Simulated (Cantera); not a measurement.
Input: 1 mol borazine, 0.99 mol NH₃, 0.26 mol H₂, held at 1.00 mbar.

Cantera equilibrium calculation (NASA polynomials, part measured and part estimated; ideal gas, pure solids and liquids). Candidate condensed phases: B, BN; 15 gas species. The feed counts by its element totals alone. Mutual solubility and eutectic melting of coexisting phases are not modelled. Kinetics and transport are ignored.

Which condensed phases are stable at each of these points (T (K)): 1725, 1775, 1825, 1875, 1925, 1975, 2025, 2075, 2125, 2175?


```json
[
 {"T (K)": "1725", "condensed phases": "BN(s)", "B condensed (%)": "100.0"},
 {"T (K)": "1775", "condensed phases": "BN(s)", "B condensed (%)": "100.0"},
 {"T (K)": "1825", "condensed phases": "BN(s)", "B condensed (%)": "100.0"},
 {"T (K)": "1875", "condensed phases": "BN(s)", "B condensed (%)": "100.0"},
 {"T (K)": "1925", "condensed phases": "BN(s)", "B condensed (%)": "100.0"},
 {"T (K)": "1975", "condensed phases": "BN(s)", "B condensed (%)": "99.9"},
 {"T (K)": "2025", "condensed phases": "B(s) + BN(s)", "B condensed (%)": "99.9"},
 {"T (K)": "2075", "condensed phases": "B(s)", "B condensed (%)": "99.8"},
 {"T (K)": "2125", "condensed phases": "B(s)", "B condensed (%)": "99.6"},
 {"T (K)": "2175", "condensed phases": "B(s)", "B condensed (%)": "99.3"}
]
```

From 1725 K to 1975 K the condensed part is BN(s). At 2025 K the condensed part is B(s) + BN(s). From 2075 K to 2175 K the condensed part is B(s).
